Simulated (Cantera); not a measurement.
Input: 1 mol AlN, a varied amount of Cl2, 0.067 mol N2, held at 1525 K and 1 atm.

Equilibrium computed with Cantera from the NASA thermochemical tables; the gas is ideal and each condensed phase is pure. Candidate condensed phases: Al, AlCl3, AlN; 11 gas species. The tables' values for AlCl2 are old estimates; treat these amounts as uncertain. The numbers say what is thermodynamically allowed, not how fast it happens.

log p: log10 of the partial pressure in bar; n: condensed amount in mol.

```csv
n(Cl2) (mol),log p N2,log p AlCl3,log p Cl2,log p Cl,log p AlCl2,log p AlCl,log p Al2Cl6,n AlN(s)
0.04,-0.12,-0.60,-8.41,-5.37,-2.51,-3.56,-4.21,0.973
0.057,-0.15,(withheld),-8.36,-5.34,-2.44,-3.52,(withheld),0.962
0.08,-0.19,-0.44,-8.33,-5.32,-2.39,-3.48,-3.88,0.946
0.11,-0.23,-0.38,-8.30,-5.31,-2.34,-3.45,-3.77,0.926
0.16,-0.27,-0.33,-8.28,-5.30,-2.30,-3.42,-3.66,0.893
0.23,-0.31,-0.29,-8.26,-5.29,-2.27,-3.39,(withheld),0.846
0.33,-0.35,-0.26,-8.26,-5.29,-2.24,-3.37,-3.52,0.779
0.46,-0.37,-0.23,-8.25,-5.29,-2.22,-3.36,-3.47,0.692
0.66,-0.40,-0.22,-8.25,-5.29,-2.20,-3.34,-3.44,0.558
0.94,-0.42,-0.21,-8.25,-5.28,-2.19,-3.33,-3.41,0.371
1.3,-0.43,-0.20,-8.25,-5.28,-2.19,-3.32,-3.40,0.130
1.9,-0.54,-0.29,-0.73,-1.52,-6.04,-10.94,-3.59,0
```

What belongs in the gaps?


- 0.23, log p Al2Cl6: -3.58
- 0.057, log p AlCl3: -0.51
- 0.057, log p Al2Cl6: -4.03
